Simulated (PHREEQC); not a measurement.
A solution holds 0.0013 mol HCl and 0.035 mol MnSO4 per kg of water, at 20 °C. Closed to the air; pH follows from the charge balance.

The numbers come from PHREEQC with the ion-association model, phreeqc.dat.

```tsv
quantity	before	after
pH	3.22	3.56
ionic strength (mol/kgw)	0.0900	0.0657
```

### Question
Name the change that produced these shifts.
(A) diluted 5-fold with water
(B) MnSO4 left out
(C) 0.067 mol/kgw MgSO4 added
(D) temperature from 20 to 85 °C
(E) MnSO4 from 0.035 to 0.175 mol/kgw

### Answer
D, temperature from 20 to 85 °C

Precipitation was switched off in this run. Constants without temperature data keep their 25 °C values here.
